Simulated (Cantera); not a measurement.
Feed: 1 mol CsCl, 0.56 mol O2, 0.43 mol N2, at 2075 K and 14.3 Torr.

These are equilibrium values from Cantera (NASA tables, ideal gas, pure condensed phases), not measurements of a reactor. Candidate condensed phases: Cs, CsCl; 18 gas species. Kinetics and transport are ignored.

Base state: CsCl 0.496, O2 0.275, N2 0.212, NO 0.00554, O 0.00443, Cl 0.00366, Cs 0.00362, Cs2Cl2 7.44e-5 (mole fractions); condensed: gas only.

Question: What changes in the equilibrium state with this change: pressure from 14.3 Torr to 75.0 Torr?

Answer: 
```json
[
 {"species": "CsCl", "before": "0.496", "after": "0.499"},
 {"species": "O2", "before": "0.275", "after": "0.277"},
 {"species": "N2", "before": "0.212", "after": "0.213"},
 {"species": "O", "before": "0.00443", "after": "0.00194"},
 {"species": "Cs2Cl2", "before": "7.44e-5", "after": "0.000396"},
 {"species": "Cs", "before": "0.00362", "after": "0.00157"},
 {"species": "Cl", "before": "0.00366", "after": "0.00161"},
 {"species": "NO", "before": "0.00554", "after": "0.00558"},
 {"species": "CsO", "before": "4.12e-5", "after": "4.13e-5"}
]
```
